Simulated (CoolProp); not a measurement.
Carbon dioxide along the isotherm -51.55 °C: density (kg/m³) from the reference equation and from simpler models built on Tc = 31.0 °C, pc = 7.377 MPa, ω = 0.224; each cubic takes its own stable root.

Computed with CoolProp (reference Helmholtz-energy equation of state, Span 1996).

```json
[
 {"p (MPa)": "0.117", "phase": "gas", "reference": "2.839"},
 {"p (MPa)": "0.188", "phase": "gas", "reference": "4.608"},
 {"p (MPa)": "0.304", "phase": "gas", "reference": "7.578"},
 {"p (MPa)": "0.492", "phase": "gas", "reference": "12.63"},
 {"p (MPa)": "0.795", "phase": "liquid", "reference": "1161"},
 {"p (MPa)": "1.28", "phase": "liquid", "reference": "1162"},
 {"p (MPa)": "2.07", "phase": "liquid", "reference": "1164"},
 {"p (MPa)": "3.35", "phase": "liquid", "reference": "1166"},
 {"p (MPa)": "5.41", "phase": "liquid", "reference": "1171"},
 {"p (MPa)": "8.75", "phase": "liquid", "reference": "1178"},
 {"p (MPa)": "14.1", "phase": "liquid", "reference": "1188"}
]
```

Question: How far does each simpler model (Redlich-Kwong, Soave-Redlich-Kwong) lie from the reference over these 11 states: mean and median of the absolute difference, and the worst?

Answer: 
- Redlich-Kwong: mean 14.9 %, median 10.1 %, worst -98.2 % at -51.55 °C and 0.795 MPa
- Soave-Redlich-Kwong: mean 5.0 %, median 7.3 %, worst -8.0 % at -51.55 °C and 0.795 MPa

At some of these states Redlich-Kwong gives the other phase, because its saturation line lies elsewhere.
